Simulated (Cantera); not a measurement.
**Pyrogenic steam for wet oxidation**

A perfectly stirred reactor is fed with 5.60 % H2, 5.90 % O2, 88.5 % N2, at 1.00 bar; it is held at 1175 K, and followed from long to short residence time.

Cantera simulation using the H2/O2 subset of GRI-Mech 3.0, which has no nitrogen chemistry; the numbers are that mechanism's predictions, not measurements. The temperature is held fixed by assumption; the heat of reaction is taken as removed at once.

```
τ (s)       x H2    x O2   x H2O2       x H   x H2O
------  --------  ------  -------  --------  ------
3.9      2.85e-5  0.0319  1.01e-7   3.20e-7  0.0576
1.7      5.02e-5  0.0319  1.57e-7   7.33e-7  0.0576
0.72     8.95e-5  0.0319  2.47e-7   1.73e-6  0.0575
0.31    0.000156  0.0319  3.77e-7   4.00e-6  0.0575
0.13    0.000273  0.0320  5.66e-7   9.50e-6  0.0573
0.057   0.000454  0.0320  7.96e-7   2.15e-5  0.0571
0.024   0.000761  0.0321  1.08e-6   5.05e-5  0.0568
0.011    0.00119  0.0323  1.37e-6  0.000108  0.0563
0.0045   0.00198  0.0326  1.71e-6  0.000256  0.0553
```
x: mole fraction; the columns are a selection and need not sum to one.
